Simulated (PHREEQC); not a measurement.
PHREEQC input (ion-association model, phreeqc.dat):

```
SOLUTION 1
  temp 25
  units mol/kgw
  pH 7 charge
  K 0.073
END
SELECTED_OUTPUT 1
  -reset false
  -pH true
  -pe true
  -ionic_strength true
  -water true
  -totals K Ntg Oxg
  -molalities H+ K+ OH-
USER_PUNCH 1
  -headings p_Ntg(g) phi_Ntg(g) p_Oxg(g) phi_Oxg(g) p_H2O(g) phi_H2O(g) density
  10 PUNCH PR_P("Ntg(g)"), PR_PHI("Ntg(g)"), PR_P("Oxg(g)"), PR_PHI("Oxg(g)"), PR_P("H2O(g)"), PR_PHI("H2O(g)"), RHO
PRINT
  -reset false
USE solution 1
REACTION_TEMPERATURE 1
  20
GAS_PHASE 1
  -fixed_pressure
  -pressure 200
  -temperature 20
  -volume 20
  Ntg(g) 144
  Oxg(g) 56
  H2O(g) 0
END
# ... the last block is repeated for the other 7 points of T (°C)
```

Selected output (columns that matter, 8 of 8 rows; T (°C) added in front):

```
T (°C)	pH	mu	K	Ntg	Oxg	m_H+	m_K+	p_Ntg(g)	phi_Ntg(g)	p_Oxg(g)	phi_Oxg(g)	p_H2O(g)	phi_H2O(g)	density
20	12.852	0.073061	0.073061	0.077187	0.052462	1.6738e-13	0.073061	143.98	0.96771	55.965	0.87184	0.055811	0.4807	1.0108
30	12.521	0.073098	0.073098	0.068682	0.045433	3.5958e-13	0.073098	143.95	0.98137	55.957	0.88961	0.093679	0.51518	1.008
40	12.221	0.073154	0.073154	0.062757	0.040589	7.1944e-13	0.073154	143.91	0.99343	55.942	0.90545	0.15213	0.54751	1.0044
50	11.948	0.073234	0.073233	0.058716	0.037253	1.3507e-12	0.073233	143.84	1.0041	55.919	0.91956	0.23967	0.57763	1.0001
60	11.701	0.073346	0.073346	0.056106	0.035004	2.3949e-12	0.073346	143.75	1.0135	55.884	0.93212	0.36724	0.60552	0.99531
70	11.477	0.0735	0.0735	0.054634	0.033576	4.0322e-12	0.0735	143.62	1.0219	55.834	0.94328	0.54854	0.63117	0.99
80	11.273	0.073709	0.073709	0.054105	0.032794	6.4765e-12	0.073709	143.44	1.0294	55.763	0.95318	0.80034	0.65457	0.98422
90	11.087	0.073985	0.073985	0.054393	0.032544	9.963e-12	0.073985	143.19	1.036	55.667	0.96192	1.1428	0.67572	0.97798
```

Complexes and solids missing from the database can't appear. Away from 25 °C the constants follow the database's enthalpies or fits; those with neither stay at their 25 °C values.
